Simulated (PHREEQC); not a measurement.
PHREEQC input (ion-association model, wateq4f.dat):

```
SOLUTION_MASTER_SPECIES
  An  An-  0  An  62.0  # stands for a non-complexing anion
SOLUTION_SPECIES
  An- = An-
    -log_k 0
    -gamma 3.0 0
PHASES
  Fix_H+
    H+ = H+
    -log_k 0
SOLUTION 1
  temp 25
  units mmol/kgw
  pH 7 charge
  Na 10
  An 10
END
SELECTED_OUTPUT 1
  -reset false
  -pH true
  -pe true
  -ionic_strength true
  -water true
  -totals Na
  -molalities Hfo_wOH Hfo_wOH2+ Hfo_wO- Hfo_sOH Hfo_sOH2+ Hfo_sO-
USER_PUNCH 1
  -headings sigma psi
  10 PUNCH EDL("sigma", "Hfo"), EDL("psi", "Hfo")
PRINT
  -reset false
USE solution 1
SURFACE 1
  Hfo_wOH 0.00314607 600 1.4
  Hfo_sOH 7.86517e-05
EQUILIBRIUM_PHASES 1
  Fix_H+ -3 HAn 10
    -force_equality true
  O2(g) -0.68 10
END
# ... the last block is repeated for the other 12 points of pH, with NaOH or the acid as the point needs
```

Selected output (columns that matter, 13 of 13 rows; pH added in front):

```
pH	mu	Na	m_Hfo_wOH	m_Hfo_wOH2+	m_Hfo_wO-	m_Hfo_sOH	m_Hfo_sOH2+	m_Hfo_sO-	sigma	psi
3	0.012532	0.01	0.00035725	0.0027878	1.0488e-06	8.9313e-06	6.9694e-05	2.622e-08	0.32812	0.201
3.67	0.011367	0.01	0.00092031	0.002217	8.7518e-06	2.3008e-05	5.5425e-05	2.188e-07	0.26001	0.19156
4.33	0.010842	0.01	0.0015344	0.0015775	3.419e-05	3.836e-05	3.9437e-05	8.5475e-07	0.18172	0.17439
5	0.010511	0.01	0.0019981	0.0010618	8.6135e-05	4.9953e-05	2.6546e-05	2.1534e-06	0.11488	0.15171
5.67	0.010294	0.01	0.0022567	0.00072948	0.00015992	5.6416e-05	1.8237e-05	3.9981e-06	0.067063	0.12485
6.33	0.010159	0.01	0.0023663	0.00054404	0.00023577	5.9156e-05	1.3601e-05	5.8943e-06	0.036298	0.094557
7	0.010075	0.01	0.0024037	0.00044464	0.00029769	6.0093e-05	1.1116e-05	7.4422e-06	0.017303	0.060509
7.67	0.010025	0.01	0.0024138	0.00039064	0.00034167	6.0344e-05	9.7661e-06	8.5417e-06	0.0057667	0.024308
8.33	0.010015	0.010027	0.0024147	0.00035375	0.0003776	6.0368e-05	8.8438e-06	9.44e-06	-0.0028083	-0.012176
9	0.010067	0.010124	0.0024087	0.00031376	0.00042362	6.0217e-05	7.8439e-06	1.059e-05	-0.012935	-0.048792
9.67	0.010178	0.010304	0.0023836	0.00025807	0.00050435	5.9591e-05	6.4518e-06	1.2609e-05	-0.028999	-0.083676
10.33	0.010481	0.010723	0.0023035	0.00018481	0.00065773	5.7587e-05	4.6203e-06	1.6443e-05	-0.055685	-0.11502
11	0.011557	0.011994	0.0020847	0.000104	0.00095731	5.2118e-05	2.6e-06	2.3933e-05	-0.10047	-0.14245
```

The oxide is taken as insoluble; below pH 4 it would dissolve.
